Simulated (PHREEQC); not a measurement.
Dissolve 17 mmol/kgw LiCl and 0.56 mmol/kgw KCl at 4.3 °C. Closed to the air; pH follows from the charge balance.

All values are PHREEQC results (Pitzer model, pitzer.dat), not measurements.

No solid was allowed to form.

Q: Predict the specific conductance.

A: specific conductance 1070 µS/cm.

Constants without temperature data keep their 25 °C values here.
